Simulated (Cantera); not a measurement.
A perfectly stirred reactor is fed with 7.14 % CH4, 92.9 % N2, at 110000 Pa; it is held at 1775 K, and followed from long to short residence time.

Model: GRI-Mech 3.0 (53 species, 325 reactions), integrated in Cantera. GRI-Mech 3.0 stops at C3 and has no aromatics, soot or wall deposition, so with more carbon than oxygen in the feed, carbon stays in small species such as C2H2 where larger ones or solid carbon would form.

Q: Predict: x(CH4) at τ = 0.820 s; x(C2H) at τ = 0.820 s; x(C2H2) at τ = 0.820 s; x(C2H4) at τ = 0.820 s; x(H) at τ = 0.820 s; x(CH4) at τ = 16.0 ms; x(C2H) at τ = 16.0 ms; x(C2H2) at τ = 16.0 ms; x(C2H4) at τ = 16.0 ms; x(H) at τ = 16.0 ms.

A: 
- x(CH4) at τ = 0.820 s = 0.00420
- x(C2H) at τ = 0.820 s = 2.13e-7
- x(C2H2) at τ = 0.820 s = 0.0312
- x(C2H4) at τ = 0.820 s = 0.000100
- x(H) at τ = 0.820 s = 8.14e-5
- x(CH4) at τ = 16.0 ms = 0.0263
- x(C2H) at τ = 16.0 ms = 1.36e-7
- x(C2H2) at τ = 16.0 ms = 0.0203
- x(C2H4) at τ = 16.0 ms = 0.000501
- x(H) at τ = 16.0 ms = 5.30e-5
